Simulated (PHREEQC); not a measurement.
## Reverse-osmosis permeate (model solution)

Synthetic water in mmol/kgw, 30 °C, pH 5.96, pe 9.5: Na 0.0812; K 0.00851; Ca 0.00802; Mg 0.00613; Cl 0.0413; S(6) 0.00293; Alkalinity (meq/kgw) 0.0682; Sr 8.07e-05; Zn 1.66e-05.

Valence states are taken as typed.

All values are PHREEQC results (ion-association model, wateq4f.dat), not measurements.

This is a speciation only: nothing precipitates in the calculation.

What charge-balance error does the model give?

charge-balance error 1.2 %.

In which forms is C present?

CO2 70 %, HCO3- 30 % of the C.
